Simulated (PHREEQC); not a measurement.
Model water analysis in mg/L, 20 °C, pH 6.52, pe 8.6:

| constituent | mg/L |
|---|---|
| Na | 57.7 |
| K | 3.85 |
| Ca | 38.9 |
| Mg | 8.97 |
| Cl | 94.5 |
| S(6) as SO4 | 84.7 |
| Alkalinity as HCO3 | 54.7 |
| N(5) as NO3 | 5.75 |

Cl is adjusted to close the charge balance.
Valence states are taken as typed.

All values are PHREEQC results (ion-association model, wateq4f.dat), not measurements.

Precipitation was switched off in this run.

Q: Order these Mg species by the share of Mg that they hold, largest first: MgSO4, MgHCO3+, Mg+2.

A: Mg+2 (92 %), MgSO4 (7.4 %), MgHCO3+ (0.67 %)

Q: Order these C species by the share of C that they hold, largest first: HCO3-, CaHCO3+, CO2, MgHCO3+.

A: HCO3- (60 %), CO2 (40 %), CaHCO3+ (0.44 %), MgHCO3+ (0.17 %)

The pH is 6.52 and the ionic strength 0.00710 mol/kgw.
